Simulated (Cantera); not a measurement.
Thermodynamics of chlorosilane synthesis and conversion, feed Si + HCl + H2

Input: 1 mol Si, 5.6 mol HCl, 3 mol H2, at 1 atm.

These are equilibrium values from Cantera (NASA tables, ideal gas, pure condensed phases), not measurements of a reactor. Candidate condensed phases: Si; 19 gas species. The tables' values for SiCl3 are old estimates; treat these amounts as uncertain. Equilibrium is a limit: real reactors are often held back by kinetics, nucleation or transport.

From 625 K to 1275 K nothing is condensed. The main Si-bearing gas is SiCl4 throughout.

```json
[
 {"T (K)": "625", "log p H2": "-0.18", "log p HCl": "-0.67", "log p SiCl4": "-0.88", "log p SiHCl3": "-4.70", "log p SiCl3": "-9.73"},
 {"T (K)": "675", "log p H2": "-0.18", "log p HCl": "-0.67", "log p SiCl4": "-0.88", "log p SiHCl3": "-4.26", "log p SiCl3": "-8.63"},
 {"T (K)": "725", "log p H2": "-0.18", "log p HCl": "-0.67", "log p SiCl4": "-0.88", "log p SiHCl3": "-3.89", "log p SiCl3": "-7.69"},
 {"T (K)": "775", "log p H2": "-0.18", "log p HCl": "-0.67", "log p SiCl4": "-0.88", "log p SiHCl3": "-3.57", "log p SiCl3": "-6.87"},
 {"T (K)": "825", "log p H2": "-0.18", "log p HCl": "-0.67", "log p SiCl4": "-0.88", "log p SiHCl3": "-3.29", "log p SiCl3": "-6.15"},
 {"T (K)": "875", "log p H2": "-0.18", "log p HCl": "-0.67", "log p SiCl4": "-0.88", "log p SiHCl3": "-3.05", "log p SiCl3": "-5.52"},
 {"T (K)": "925", "log p H2": "-0.18", "log p HCl": "-0.67", "log p SiCl4": "-0.88", "log p SiHCl3": "-2.83", "log p SiCl3": "-4.95"},
 {"T (K)": "975", "log p H2": "-0.18", "log p HCl": "-0.67", "log p SiCl4": "-0.88", "log p SiHCl3": "-2.64", "log p SiCl3": "-4.45"},
 {"T (K)": "1025", "log p H2": "-0.18", "log p HCl": "-0.66", "log p SiCl4": "-0.89", "log p SiHCl3": "-2.47", "log p SiCl3": "-4.00"},
 {"T (K)": "1075", "log p H2": "-0.18", "log p HCl": "-0.66", "log p SiCl4": "-0.89", "log p SiHCl3": "-2.32", "log p SiCl3": "-3.60"},
 {"T (K)": "1125", "log p H2": "-0.18", "log p HCl": "-0.66", "log p SiCl4": "-0.90", "log p SiHCl3": "-2.18", "log p SiCl3": "-3.23"},
 {"T (K)": "1175", "log p H2": "-0.18", "log p HCl": "-0.65", "log p SiCl4": "-0.91", "log p SiHCl3": "-2.07", "log p SiCl3": "-2.91"},
 {"T (K)": "1225", "log p H2": "-0.19", "log p HCl": "-0.64", "log p SiCl4": "-0.92", "log p SiHCl3": "-1.97", "log p SiCl3": "-2.62"},
 {"T (K)": "1275", "log p H2": "-0.19", "log p HCl": "-0.63", "log p SiCl4": "-0.94", "log p SiHCl3": "-1.89", "log p SiCl3": "-2.36"}
]
```
log p: log10 of the partial pressure in bar; nothing condenses.
